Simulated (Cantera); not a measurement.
A closed system holds: 1 mol SiCl₄, 0.042 mol Cl₂, 37 mol H₂, at 725 °C and 4400 Pa.

Cantera equilibrium calculation (NASA polynomials, part measured and part estimated; ideal gas, pure solids and liquids). Candidate condensed phases: Si; 19 gas species. The tables' values for SiCl₃ are old estimates; treat these amounts as uncertain. Equilibrium is a limit: real reactors are often held back by kinetics, nucleation or transport.

Base state: H₂ 0.959, SiCl₄ 0.0168, HCl 0.0163, SiHCl₃ 0.00685, SiCl₃ 0.000566, SiCl₂ 0.000469, SiH₂Cl₂ 0.000301 (mole fractions); condensed: Si(s).

Q: What changes in the equilibrium state with this change: temperature from 725 °C to 975 °C?

A: 
```
species       before     after
----------  --------  --------
H₂             0.959     0.923
HCl           0.0163    0.0592
SiCl₂       0.000469   0.00951
SiCl₄         0.0168   0.00359
SiCl₃       0.000566   0.00218
SiHCl₃       0.00685   0.00198
SiH₂Cl₂     0.000301  0.000148
Si(s), mol    0.0488     0.325
```

Q: What changes in the equilibrium state with this change: SiCl₄ replaced by Si₂H₆?

A: 
```csv
species,before,after
H₂,0.959,0.998
HCl,0.0163,0.00202
SiHCl₃,0.00685,1.25e-5
SiCl₄,0.0168,3.65e-6
SiCl₃,0.000566,1.02e-6
SiCl₂,0.000469,6.92e-6
"Si(s), mol",0.0488,2.00
```
The feed counts by its element totals alone.
